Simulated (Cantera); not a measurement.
Charge: 1 mol trisilylamine, 7 mol N₂, equilibrated at 13.3 mbar.

Cantera equilibrium calculation (NASA polynomials, part measured and part estimated; ideal gas, pure solids and liquids). Candidate condensed phases: Si, Si₃N₄; 18 gas species. The feed counts by its element totals alone. The tables' values for SiN are old estimates; treat these amounts as uncertain. Gases not in the tables: Si₂H₆ and higher silanes. Rates play no part.

x: gas mole fraction; n: condensed amount in mol.

| T (K) | x N₂ | x H₂ | x H | x Si | n Si₃N₄(s) | n Si(l) |
|---|---|---|---|---|---|---|
| 750 | 0.550 | 0.450 | ? | <1e-12 | 1.00 | 0 |
| 950 | 0.550 | 0.450 | ? | <1e-12 | 1.00 | 0 |
| 1150 | 0.550 | 0.450 | ? | <1e-12 | 1.00 | 0 |
| 1350 | 0.550 | 0.450 | ? | 5.80e-11 | 1.00 | 0 |
| 1550 | 0.550 | 0.450 | ? | 1.63e-7 | 1.000 | 0 |
| 1750 | 0.550 | 0.449 | ? | 7.27e-5 | 1.000 | 0 |
| 1950 | 0.622 | 0.370 | ? | 0.00179 | 0 | 2.97 |

Task: Some entries are withheld; supply them.

Result: 
- 750, x H: 1.84e-12
- 950, x H: 3.23e-9
- 1150, x H: 4.33e-7
- 1350, x H: 1.38e-5
- 1550, x H: 0.000183
- 1750, x H: 0.00135
- 1950, x H: 0.00604
